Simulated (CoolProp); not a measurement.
50 sccm (0 °C, 1 atm) of nitrogen bubbles through liquid decamethylcyclopentasiloxane (D5) at 360.1 K and leaves saturated at a total pressure of 0.0325 MPa (ideal gas phase). Each further row changes one setting.

Computed with CoolProp (reference Helmholtz-energy equation of state, Thol 2019).

```tsv
case	vapour pressure (kPa)	mole fraction of vapour	delivery (mg/min)	delivery (sccm)	change of delivery for a bath 1 K warmer (%)
as stated	1.30	?	?	2.09	?
bath temperature 365.1 K	1.69	0.0519	45.3	?	?
total pressure 0.065 MPa	1.30	0.0201	?	1.02	?
```

Problem. What belongs in the gaps?

Solution. 
- as stated, mole fraction of vapour: 0.0401
- as stated, delivery (mg/min): 34.6
- as stated, change of delivery for a bath 1 K warmer (%): 5.6
- bath temperature 365.1 K, delivery (sccm): 2.74
- bath temperature 365.1 K, change of delivery for a bath 1 K warmer (%): 5.4
- total pressure 0.065 MPa, delivery (mg/min): 16.9
- total pressure 0.065 MPa, change of delivery for a bath 1 K warmer (%): 5.5
